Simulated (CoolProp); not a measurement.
A Linde-Hampson liquefier for dry air: isothermal reversible compression at 290 K from 1 atm to 30 MPa, throttling to 1 atm, return gas leaving the recuperator 5 K below the feed. Each further row changes one setting.

Computed with CoolProp (reference Helmholtz-energy equation of state, Lemmon 2000). It is a pseudo-pure fit of the blend.

```json
[
 {"case": "as stated", "liquid yield per pass": "?", "compression work (kJ/kg of gas)": "473"},
 {"case": "high pressure 60 MPa", "liquid yield per pass": "?", "compression work (kJ/kg of gas)": "545"},
 {"case": "warm-end temperature 320 K", "liquid yield per pass": "0.071", "compression work (kJ/kg of gas)": "?"},
 {"case": "warm-end gap 10 K", "liquid yield per pass": "?", "compression work (kJ/kg of gas)": "473"}
]
```

Task: Complete the blanks.

Result: 
- as stated, liquid yield per pass: 0.098
- high pressure 60 MPa, liquid yield per pass: 0.097
- warm-end temperature 320 K, compression work (kJ/kg of gas): 526
- warm-end gap 10 K, liquid yield per pass: 0.087
